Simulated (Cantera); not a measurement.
## Stirred combustor or abatement burner

A perfectly stirred reactor is fed with 27.4 % CO, 3.02 % H2, 2.28 % CH4, 14.1 % O2, 53.2 % N2, equivalence ratio 1.4, at 5.00 bar; it is adiabatic with a 725 K inlet, and is followed from long to short residence time, starting on the burning branch (τ in s: 0.051, 0.021, 0.0087, 0.0036, 0.0015, 0.00061, 0.00025, 0.0001, 4.2e-05, 1.7e-05, 7.2e-06).

Detailed kinetics in Cantera: GRI-Mech 3.0 (53 species, 325 reactions).

```tsv
τ (s)	T (K)	x CO	x H2	x CH4	x C2H2	x CH2O
0.051	2584	0.124	0.00707	2.40e-7	4.31e-11	4.54e-8
0.021	2581	0.125	0.00709	5.56e-7	1.08e-10	1.03e-7
0.0087	2573	0.125	0.00714	1.22e-6	2.60e-10	2.24e-7
0.0036	2557	0.127	0.00725	2.49e-6	5.67e-10	4.58e-7
0.0015	2528	0.129	0.00748	4.72e-6	1.03e-9	8.61e-7
0.00061	2475	0.134	0.00790	8.72e-6	1.59e-9	1.56e-6
0.00025	2395	0.141	0.00855	1.60e-5	2.29e-9	2.74e-6
0.00010	2283	0.149	0.00943	3.14e-5	3.55e-9	5.00e-6
4.2e-5	2153	0.159	0.0103	6.49e-5	6.32e-9	9.33e-6
1.7e-5	1990	0.172	0.0109	0.000162	1.48e-8	2.00e-5
7.2e-6	1771	0.201	0.0111	0.000612	5.61e-8	5.82e-5
```
x: mole fraction; the columns are a selection and need not sum to one.
